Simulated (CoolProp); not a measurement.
n-perfluorohexane at 310.16 K and 0.0386 MPa is compressed adiabatically to 0.173 MPa with isentropic efficiency 0.75. Each further row changes one setting.

Model: reference Helmholtz-energy equation of state, Gao 2022, in CoolProp.

```
case             work (kJ/kg)  final phase  final density (kg/m³)
---------------  ------------  -----------  ---------------------
as stated                   …            …                      …
efficiency 1                …            …                   29.4
efficiency 0.65             …            …                      …
```

Problem. Complete the blanks.

Solution. 
- as stated, work (kJ/kg): 13.9
- as stated, final phase: two-phase, vapour fraction 0.800
- as stated, final density (kg/m³): 27.8
- efficiency 1, work (kJ/kg): 10.4
- efficiency 1, final phase: two-phase, vapour fraction 0.757
- efficiency 0.65, work (kJ/kg): 16.0
- efficiency 0.65, final phase: two-phase, vapour fraction 0.827
- efficiency 0.65, final density (kg/m³): 26.9
